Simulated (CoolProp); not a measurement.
A single-stage vapour-compression cycle with R410A: evaporating at 209.15 K (dew point), condensing at 271.15 K (bubble point), superheat 10 K, subcooling 5 K, compressor efficiency 0.65, no pressure losses. Each further row changes one setting.

The numbers come from the reference Helmholtz-energy equation of state, Lemmon 2003 in CoolProp. It is a pseudo-pure fit of the blend.

```csv
case,cooling COP,pressure ratio,discharge temperature (K),refrigerating effect (kJ/kg),volumetric capacity (kJ/m³)
as stated,1.69,14.7,378.2,211,437
evaporating temperature 214.15 K,1.93,11.1,366.9,213,578
condensing temperature 266.15 K,1.89,12.5,367.8,218,452
subcooling 10 K,1.75,14.7,378.2,218,452
superheat 20 K,1.67,14.7,391.7,218,431
compressor efficiency 0.55,1.43,14.7,401.2,211,437
```
